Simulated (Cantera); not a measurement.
Input: 1 mol CaF₂, 0.16 mol H₂, 3.7 mol O₂, equilibrated at 2198 K.

Method: chemical equilibrium by Gibbs-energy minimisation in Cantera with the NASA 1993 tables (ideal gas, pure condensed phases). Candidate condensed phases: Ca, CaF₂, CaO, Ca(OH)₂, H₂O; 29 gas species. Mutual solubility and eutectic melting of coexisting phases are not modelled. Kinetics and transport are ignored.

**Question.** Which condensed phases are stable at each of these points (P (Pa)): 0.100, 0.560, 3.20, 18, 100, 560, 3200, 18000, 100000?

**Answer.** 
| P (Pa) | condensed phases | Ca condensed (%) |
|---|---|---|
| 0.100 | gas only | 0.0 |
| 0.560 | gas only | 0.0 |
| 3.20 | gas only | 0.0 |
| 18 | CaO(s) | 6.8 |
| 100 | CaO(s) | 11.3 |
| 560 | CaO(s) | 12.6 |
| 3200 | CaO(s) | 13.2 |
| 18000 | CaF₂(l) + CaO(s) | 45.4 |
| 100000 | CaF₂(l) + CaO(s) | 91.3 |

From 0.000750 Torr to 0.0240 Torr nothing is condensed. From 0.135 Torr to 24.0 Torr the condensed part is CaO(s). From 135 Torr to 750 Torr the condensed part is CaF₂(l) + CaO(s).
